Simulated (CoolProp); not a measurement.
R113 along the isobar 101 kPa: Z from the reference equation and from simpler models built on Tc = 487.2 K, pc = 3392 kPa, ω = 0.253; each cubic takes its own stable root.

The numbers come from the reference Helmholtz-energy equation of state, Marx 1992 in CoolProp.

```json
[
 {"T (K)": "261.8", "phase": "liquid", "reference": "0.005275", "van der Waals": "0.9620", "Redlich-Kwong": "0.005830"},
 {"T (K)": "291.6", "phase": "liquid", "reference": "0.004944", "van der Waals": "0.9703", "Redlich-Kwong": "0.005475"},
 {"T (K)": "321.3", "phase": "gas", "reference": "0.9593", "van der Waals": "0.9762", "Redlich-Kwong": "0.9669"},
 {"T (K)": "351.1", "phase": "gas", "reference": "0.9702", "van der Waals": "0.9806", "Redlich-Kwong": "0.9742"},
 {"T (K)": "380.9", "phase": "gas", "reference": "0.9774", "van der Waals": "0.9840", "Redlich-Kwong": "0.9794"},
 {"T (K)": "410.7", "phase": "gas", "reference": "0.9823", "van der Waals": "0.9866", "Redlich-Kwong": "0.9833"},
 {"T (K)": "440.4", "phase": "gas", "reference": "0.9859", "van der Waals": "0.9886", "Redlich-Kwong": "0.9863"},
 {"T (K)": "470.2", "phase": "gas", "reference": "0.9887", "van der Waals": "0.9903", "Redlich-Kwong": "0.9887"},
 {"T (K)": "500", "phase": "gas", "reference": "0.9908", "van der Waals": "0.9916", "Redlich-Kwong": "0.9905"}
]
```

At some of these states van der Waals gives the other phase, because its saturation line lies elsewhere.
